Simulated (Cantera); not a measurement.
Input (Python, Cantera) and output of one run.

```python
import numpy as np
import cantera as ct

gas_names = """
    C CH CH2 CH3 CH2OH CH3O CH4 CH3OH CN CO CO2 COOH C2 C2H CHCO,ketyl C2H2,acetylene C2H2,vinylidene
    CH2CO,ketene C2H3,vinyl CH3CN CH3CO,acetyl C2H4 C2H4O,ethylen CH3CHO,ethanal CH3COOH (HCOOH)2 C2H5
    C2H6 CH3OCH3 C2H5OH CCN CNC C2N2 C2O C3 C3H3,propargyl C3H4,allene C3H4,propyne C3H4,cyclo-
    C3H5,allyl C3H6,propylene C3H6,cyclo- C3H6O C3H7,n-propyl C3H7,i-propyl C3H8 C3H8O,1propanol
    C3H8O,2propanol C3O2 C4 C4H2 C4H4,1,3-cyclo- C4H6,butadiene C4H6,2-butyne C4H6,cyclo- C4H8,1-butene
    C4H8,cis2-buten C4H8,tr2-butene C4H8,isobutene C4H8,cyclo- (CH3COOH)2 C4H9,n-butyl C4H9,i-butyl
    C4H9,s-butyl C4H9,t-butyl C4H10,isobutane C4H10,n-butane C4N2 C5 C5H6,1,3cyclo- C5H8,cyclo-
    C5H10,1-pentene C5H10,cyclo- C5H11,pentyl C5H11,t-pentyl C5H12,n-pentane C5H12,i-pentane
    CH3C(CH3)2CH3 C6H2 C6H5,phenyl C6H5O,phenoxy C6H6 C6H5OH,phenol C6H10,cyclo- C6H12,1-hexene
    C6H12,cyclo- C6H13,n-hexyl C7H7,benzyl C7H8 C7H8O,cresol C7H14,1-heptene C7H15,n-heptyl
    C7H16,n-heptane C8H8,styrene C8H10,ethylbenz C8H16,1-octene C8H17,n-octyl C8H18,isooctane
    C8H18,n-octane C9H19,n-nonyl C10H8,naphthale C10H21,n-decyl C12H9,o-bipheny C12H10,bipheny Cu CuO
    Cu2 H HCN HCO HCCN HNC HNCO HNO HNO2 HNO3 HO2 H2 HCHO,formaldehy HCOOH H2O H2O2 N NCO NH NH2 NH3
    NH2OH NO NO2 NO3 N2 N2H2 N2H4 N2O O OH O2 O3
""".split()
cond_names = """
    C(gr) C6H6(L) C7H8(L) C8H18(L),n-octa Cu(cr) Cu(L) CuO(s) CuO2H2(s) Cu2O(s) Cu2O(L) H2O(s) H2O(L)
""".split()


def load(file, names, dense=False):
    # The tables refer to 1 bar. Condensed volumes are neglected.
    table = {s.name: s for s in ct.Species.list_from_file(file)}
    out = []
    for n in names:
        d = dict(table[n].input_data)
        d["thermo"] = dict(d["thermo"], **{"reference-pressure": 1e5})
        if dense:
            d["equation-of-state"] = {"model": "constant-volume", "density": "1e6 g/cm^3"}
        out.append(ct.Species.from_dict(d))
    return out


gas = ct.Solution(thermo="ideal-gas", species=load("nasa_gas.yaml", gas_names))
cond = {s.name: ct.Solution(thermo="fixed-stoichiometry", species=[s], name=s.name)
        for s in load("nasa_condensed.yaml", cond_names, dense=True)}
atoms = {
    'Cu2O': {'Cu': 2, 'O': 1},
    'CH4': {'C': 1, 'H': 4},
    'N2': {'N': 2},
}
top_T = {'C(gr)': 4500, 'CuO(s)': 1390}  # K; cautious upper limits of use, not melting points


def equilibrate(T, P, feed):
    n = {}
    for name, mol in feed.items():
        for a, k in atoms[name].items():
            n[a] = n.get(a, 0.0) + k * mol
    gas.TPX = T, P, n
    mass = sum(n.values()) * gas.mean_molecular_weight
    gas.equilibrate("TP")
    valid = [c for c in cond.values() if c.min_temp <= T <= top_T.get(c.name, c.max_temp)]
    mix = ct.Mixture([(gas, mass / gas.mean_molecular_weight)] + [(c, 0.0) for c in valid])
    mix.T, mix.P = T, P
    mix.equilibrate("TP", solver="vcs", rtol=1e-11, max_steps=5000)
    return mix


results = []
feed = {'Cu2O': 1, 'CH4': 1.1, 'N2': 14}  # mol
T = 1773.15  # K
P = 49  # Pa
mix = equilibrate(T, P, feed)
results.append((T, P, feed, dict(zip(mix.species_names, mix.species_moles))))
x = sorted(zip(gas.X, gas.species_names), reverse=True)
print(f"T = {T:g} K  P = {P:g} Pa  gas = {mix.phase_moles(0):.4g} mol")
print("   x: " + "  ".join(f"{s} {v:.3e}" for v, s in x if v > 1e-05))
print("   condensed (mol): " + ("  ".join(f"{mix.phase(i).name} {mix.phase_moles(i):.4g}"
      for i in range(1, mix.n_phases) if mix.phase_moles(i) > 1e-12) or "none"))
```

Output:

```
T = 1773.15 K  P = 49 Pa  gas = 19.24 mol
   x: N2 7.268e-01  H2 1.114e-01  Cu 1.039e-01  CO 5.197e-02  H 4.295e-03  HCN 1.530e-03  HNC 5.460e-05  Cu2 2.281e-05  C2H2,acetylene 1.561e-05
   condensed (mol): C(gr) 0.0689
```

Method: chemical equilibrium by Gibbs-energy minimisation in Cantera with the NASA 1993 tables (ideal gas, pure condensed phases).
